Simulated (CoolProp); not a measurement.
Vapour-liquid equilibrium of isohexane (1) + n-hexane (2) at 170.65 °C; x and y are mole fractions of (1).

Model: multi-fluid Helmholtz-energy mixture model, Lemmon 2006 and Thol 2019; pair parameters Bell 2016, in CoolProp.

Q: Give the bubble pressure and the first vapour's composition at x = 0.35, 0.425, 0.725. Is there an azeotrope?

A: x = 0.35: 1.181 MPa, y = 0.378; x = 0.425: 1.197 MPa, y = 0.454; x = 0.725: 1.258 MPa, y = 0.745. No azeotrope shows between x = 0.05 and 0.95.

The pair parameters rest on a limited set of measurements; away from them the model extrapolates.
